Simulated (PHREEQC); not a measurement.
3.8 g of hydrous ferric oxide (600 m²/g; 0.2 weak and 0.005 strong sites per Fe, Dzombak-Morel constants, diffuse double layer) in 1 kg of water with 0.001 mol/kgw of an inert sodium salt and 0.039 mmol/kgw Ag2SO4 and 0.14 mmol/kgw MnCl2, at 25 °C; the pH is set by adding NaOH or the inert anion's acid. The system is closed to oxygen. CO2 from the air is kept out. Nothing may precipitate in this run.

The series has 13 steps of pH, from 4 to 12.

The numbers come from PHREEQC with the ion-association model, wateq4f.dat.

Task: Near which pH is half of the S sorbed, and on which side is more sorbed?

Result: Near pH 7.4, with more sorbed at lower pH.

Task: Near which pH is half of the Ag sorbed, and on which side is more sorbed?

Result: Near pH 5.9, with more sorbed at higher pH.

Task: Near which pH is half of the Mn sorbed, and on which side is more sorbed?

Result: Near pH 6.3, with more sorbed at higher pH.

Along this series the solution becomes supersaturated in solids that the run did not let form, among them Cerargyrite. Complexes and solids missing from the database can't appear.
